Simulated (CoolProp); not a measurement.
Model: reference Helmholtz-energy equation of state, Thol 2021, in CoolProp.

Task: Give the vapour pressure (MPa), liquid density (kg/m³), enthalpy of vaporisation (kJ/kg), liquid cp (kJ/(kg K)) of saturated chlorine at 290.8 K.

Result: 
```
T (K)  p (MPa)  liquid density (kg/m³)  enthalpy of vaporisation (kJ/kg)  liquid cp (kJ/(kg K))
-----  -------  ----------------------  --------------------------------  ---------------------
290.8    0.632                    1420                               254                  0.982
```
